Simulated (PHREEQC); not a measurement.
Consider water at 80 °C with 1.1 mmol/kgw H3PO4, 0.14 mmol/kgw Na2HPO4 and 30 mmol/kgw KCl. Closed to the air; pH follows from the charge balance.

Model: ion-association model, phreeqc.dat, run in PHREEQC.

```
quantity                    before     after
------------------------  --------  --------
pH                            3.16      3.13
ionic strength (mol/kgw)    0.0311   0.00105
H2PO4- (mol/kgw)           0.00108   0.00105
H3PO4 (mol/kgw)           0.000159  0.000191
HPO4-2 (mol/kgw)           2.17e-7   1.29e-7
NaHPO4- (mol/kgw)         5.76e-11  5.99e-11
```

Task: What was changed between the two runs?
A) H3PO4 replaced by K2HPO4 at the same molality
B) KCl left out
C) H3PO4 from 0.0011 to 0.00055 mol/kgw
D) temperature from 80 to 60 °C

Result: B, KCl left out

Precipitation was switched off in this run. Constants without temperature data keep their 25 °C values here.
